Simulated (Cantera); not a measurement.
**Equilibrium for carbon deposition, reforming and gasification: acetone + H₂**

A closed system holds: 1 mol acetone, 3.2 mol H₂, held at 2400 Pa.

These are equilibrium values from Cantera (NASA tables, ideal gas, pure condensed phases), not measurements of a reactor. Candidate condensed phases: C, C₆H₆, C₇H₈, C₈H₁₈, H₂O; 110 gas species. The feed counts by its element totals alone. Rates play no part.

```json
[
 {"T (°C)": "352", "x H₂": "0.508", "x CH₄": "0.300", "x H₂O": "0.175", "x CO": "0.00208", "x CO₂": "0.0148", "x H": "<1e-12", "n C(graphite)": "1.47"},
 {"T (°C)": "552", "x H₂": "0.849", "x CH₄": "0.0156", "x H₂O": "0.0255", "x CO": "0.0993", "x CO₂": "0.0107", "x H": "4.72e-11", "n C(graphite)": "2.14"},
 {"T (°C)": "752", "x H₂": "0.860", "x CH₄": "0.00130", "x H₂O": "0.000756", "x CO": "0.138", "x CO₂": "0.000158", "x H": "2.61e-8", "n C(graphite)": "2.00"},
 {"T (°C)": "952", "x H₂": "0.861", "x CH₄": "0.000234", "x H₂O": "5.64e-5", "x CO": "0.139", "x CO₂": "6.20e-6", "x H": "1.87e-6", "n C(graphite)": "2.00"},
 {"T (°C)": "1152", "x H₂": "0.861", "x CH₄": "6.70e-5", "x H₂O": "8.72e-6", "x CO": "0.139", "x CO₂": "6.18e-7", "x H": "4.09e-5", "n C(graphite)": "2.00"},
 {"T (°C)": "1352", "x H₂": "0.861", "x CH₄": "2.61e-5", "x H₂O": "2.15e-6", "x CO": "0.139", "x CO₂": "1.11e-7", "x H": "0.000422", "n C(graphite)": "2.00"},
 {"T (°C)": "1552", "x H₂": "0.858", "x CH₄": "1.25e-5", "x H₂O": "7.21e-7", "x CO": "0.139", "x CO₂": "2.97e-8", "x H": "0.00263", "n C(graphite)": "2.00"},
 {"T (°C)": "1752", "x H₂": "0.850", "x CH₄": "6.89e-6", "x H₂O": "2.99e-7", "x CO": "0.138", "x CO₂": "1.04e-8", "x H": "0.0115", "n C(graphite)": "1.99"}
]
```
x: gas mole fraction; n: condensed amount in mol.

From 352 °C to 1752 °C the condensed part is C(graphite). The main C-bearing gas is CH₄ at 352 °C and CO at 1752 °C. The share of C in condensed phases is highest at 552 °C (71.3 %) and lowest at 352 °C (49.0 %).
